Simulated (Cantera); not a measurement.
Cantera run:

```python
import numpy as np
import cantera as ct

gas_names = """
    Br Br2 Si SiBr SiBr2 SiBr3 SiBr4 Si2 Si3
""".split()
cond_names = """
    Br2(cr) Br2(L) Si(cr) Si(L)
""".split()


# ... load() reads the species with a 1 bar reference pressure and builds the phases ...
atoms = {
    'Si': {'Si': 1},
    'Br2': {'Br': 2},
}
top_T = {}  # K; cautious upper limits of use, not melting points


# ... equilibrate(T, P, feed) seeds the gas with the atoms and calls Mixture.equilibrate('TP', solver="vcs", rtol=1e-11, max_steps=5000) ...
results = []
feed = {'Si': 1, 'Br2': 0.63}  # mol
T = 775  # K
P = 1.9  # Pa
mix = equilibrate(T, P, feed)
results.append((T, P, feed, dict(zip(mix.species_names, mix.species_moles))))
x = sorted(zip(gas.X, gas.species_names), reverse=True)
print(f"T = {T:g} K  P = {P:g} Pa  gas = {mix.phase_moles(0):.4g} mol")
print("   x: " + "  ".join(f"{s} {v:.3e}" for v, s in x if v > 0.001))
print("   condensed (mol): " + ("  ".join(f"{mix.phase(i).name} {mix.phase_moles(i):.4g}"
      for i in range(1, mix.n_phases) if mix.phase_moles(i) > 1e-12) or "none"))
```

It prints:

```
T = 775 K  P = 1.9 Pa  gas = 0.3154 mol
   x: SiBr4 9.970e-01  SiBr2 2.061e-03
   condensed (mol): Si(cr) 0.6846
```

These are equilibrium values from Cantera (NASA tables, ideal gas, pure condensed phases), not measurements of a reactor. The tables' values for SiBr3 are old estimates; treat these amounts as uncertain.
